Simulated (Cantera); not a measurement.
An isothermal, constant-pressure homogeneous reactor starts with CH₄ : H₂ : H = 0.038 : 1 : 0.19 (molar parts), at 1875 K and 0.0267 bar.

Cantera simulation using GRI-Mech 3.0 (53 species, 325 reactions); the numbers are that mechanism's predictions, not measurements. GRI-Mech 3.0 stops at C3 and has no aromatics, soot or wall deposition, so with more carbon than oxygen in the feed, carbon stays in small species such as C2H2 where larger ones or solid carbon would form. Radical loss at walls, strong at low pressure, is not modelled.

x: mole fraction; the columns are a selection and need not sum to one.

| t (s) | x CH₄ | x H₂ | x H | x C₂H | x C₂H₄ | x C₂H₆ | x CH₃ |
|---|---|---|---|---|---|---|---|
| 5.00e-6 | 0.0146 | 0.833 | 0.137 | 1.97e-7 | 4.29e-5 | 4.38e-6 | 0.0155 |
| 2.03e-5 | 0.00710 | 0.850 | 0.122 | 4.14e-6 | 0.000202 | 9.89e-6 | 0.0175 |
| 8.24e-5 | 0.00369 | 0.875 | 0.103 | 1.29e-5 | 9.33e-5 | 2.43e-6 | 0.00786 |
| 0.000334 | 0.000678 | 0.895 | 0.0885 | 1.68e-5 | 9.27e-6 | 7.13e-8 | 0.00125 |
| 0.00136 | 8.31e-5 | 0.900 | 0.0847 | 1.71e-5 | 1.45e-6 | 1.07e-9 | 0.000151 |
| 0.00551 | (withheld) | 0.905 | 0.0796 | 1.62e-5 | (withheld) | 5.78e-11 | (withheld) |
| 0.0224 | 7.89e-6 | 0.920 | 0.0645 | 1.30e-5 | 1.58e-6 | 9.03e-12 | 1.08e-5 |
| 0.0908 | 9.31e-6 | 0.951 | 0.0328 | 6.53e-6 | 2.60e-6 | 1.04e-11 | 6.37e-6 |
| 0.368 | 2.42e-5 | 0.975 | 0.00846 | 1.66e-6 | 4.84e-6 | 3.51e-11 | 4.18e-6 |
| 1.50 | 4.66e-5 | 0.980 | 0.00405 | 7.92e-7 | 5.94e-6 | 5.66e-11 | 3.86e-6 |
| 6.07 | (withheld) | 0.980 | 0.00400 | 7.82e-7 | 5.95e-6 | 1.06e-10 | (withheld) |
| 24.6 | 0.000111 | 0.980 | 0.00400 | 7.81e-7 | 5.95e-6 | 1.38e-10 | 9.07e-6 |
| 100 | 0.000111 | 0.980 | 0.00400 | 7.81e-7 | 5.95e-6 | 1.38e-10 | 9.08e-6 |

Task: Fill in the missing entries.

Result: 
- 0.00551, x CH₄: 1.96e-5
- 0.00551, x C₂H₄: 1.32e-6
- 0.00551, x CH₃: 3.37e-5
- 6.07, x CH₄: 9.12e-5
- 6.07, x CH₃: 7.45e-6
